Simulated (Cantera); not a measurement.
A closed system holds: 1 mol Pb, 0.059 mol H₂, held at 0.260 bar.

Equilibrium computed with Cantera from the NASA thermochemical tables; the gas is ideal and each condensed phase is pure. Candidate condensed phases: Pb; 4 gas species. Kinetics and transport are ignored.

Problem. Which condensed phases are stable at each of these points (T (K)): 550, 600, 650, 700, 750, 800, 850, 900?

Solution. 
```csv
T (K),condensed phases,Pb condensed (%)
550,Pb(s),100.0
600,Pb(s),100.0
650,Pb(l),100.0
700,Pb(l),100.0
750,Pb(l),100.0
800,Pb(l),100.0
850,Pb(l),100.0
900,Pb(l),100.0
```

From 550 K to 600 K the condensed part is Pb(s). From 650 K to 900 K the condensed part is Pb(l).
